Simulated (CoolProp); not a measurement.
Vapour-liquid equilibrium of R114 (1) + benzene (2) at 239 kPa; x and y are mole fractions of (1).

Model: multi-fluid Helmholtz-energy mixture model, Platzer 1990 and Thol 2012; pair parameters Bell 2016, in CoolProp. This equation is an older, rougher fit; its heat capacities, sound speeds and derivatives of the liquid may be far off and weren't checked against measurements.

```csv
x,bubble temperature (K),y at the bubble point,dew temperature at overall composition x (K),liquid density (mol/L)
0.05,361.2,0.470,381.9,10.14
0.15,336.4,0.772,377.7,10.19
0.25,325.3,0.857,373.1,10.05
0.35,319.4,0.892,368.1,9.848
0.45,315.7,0.913,362.4,9.621
0.55,312.8,0.928,355.9,9.390
0.65,310.4,0.942,348.3,9.162
0.75,308.0,0.956,338.9,8.942
0.85,305.5,0.972,326.3,8.734
0.95,302.9,0.990,309.0,8.540
```

No azeotrope shows between x = 0.05 and 0.95.

The pair parameters rest on a limited set of measurements; away from them the model extrapolates. With so large a gap from Raoult's law the liquid may split in two, which this calculation doesn't test in full.
